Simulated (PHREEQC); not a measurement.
## Acid mine or pickling water

A made-up water analysis in mg/kgw, 25 °C, pH 2.34, pe 11.4:

| constituent | mg/kgw |
|---|---|
| Na | 105 |
| K | 0.0202 |
| Ca | 84.1 |
| Mg | 10.8 |
| Cl | 13.1 |
| S(6) as SO4 | 887 |
| Zn | 0.584 |
| Mn(2) | 0.501 |

Na is adjusted to close the charge balance.
Valence states are taken as typed.

All values are PHREEQC results (ion-association model, phreeqc.dat), not measurements.

Each row changes one thing in this solution. No solid was allowed to form.

```
case                                               ionic strength (mol/kgw)  SO4-2 (mol/kgw)  HSO4- (mol/kgw)  Ca+2 (mol/kgw)  CaSO4 (mol/kgw)  Mg+2 (mol/kgw)  SI of Gypsum (CaSO4:2H2O)  SI of Halite (NaCl)
-------------------------------------------------  ------------------------  ---------------  ---------------  --------------  ---------------  --------------  -------------------------  -------------------
as made                                                              0.0237          0.00651          0.00188         0.00152         0.000556        0.000299                      -0.92                -7.32
temperature from 25 to 15 °C at the same typed pH                    0.0244          0.00682          0.00160         0.00153         0.000546        0.000319                      -0.89                -7.29
all concentrations times 2 at the same typed pH                      0.0462           0.0128          0.00325         0.00274          0.00140        0.000525                      -0.52                -6.61
```

Complexes and solids missing from the database can't appear.
